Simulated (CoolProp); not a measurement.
A single-stage vapour-compression cycle with the fluid: evaporating at 205.15 K (dew point), condensing at 228.15 K (bubble point), superheat 10 K, subcooling 0 K, compressor efficiency 0.7, no pressure losses. The same conditions are run with several fluids, on thermodynamics alone (safety and materials aside).

Model: reference Helmholtz-energy equation of state of each fluid (propane: Lemmon 2009; CH3F (R41): Lemmon 2006; R22: Kamei 1995; carbonyl sulfide: Lemmon 2006; R115: Lemmon 2016; R125: Lemmon 2005), in CoolProp.

| fluid | cooling COP | pressure ratio | discharge temperature (K) | refrigerating effect (kJ/kg) | volumetric capacity (kJ/m³) |
|---|---|---|---|---|---|
| propane | 5.68 | 3.25 | 267.4 | 414 | 284 |
| CH3F (R41) | 5.40 | 2.73 | 292.7 | 436 | 1510 |
| R22 | 5.57 | 3.57 | 286.0 | 231 | 262 |
| carbonyl sulfide | 5.51 | 3.13 | 299.4 | 300 | 416 |
| R115 | 5.69 | 3.44 | 250.3 | 121 | 238 |
| R125 | 5.65 | 3.46 | 257.0 | 156 | 362 |
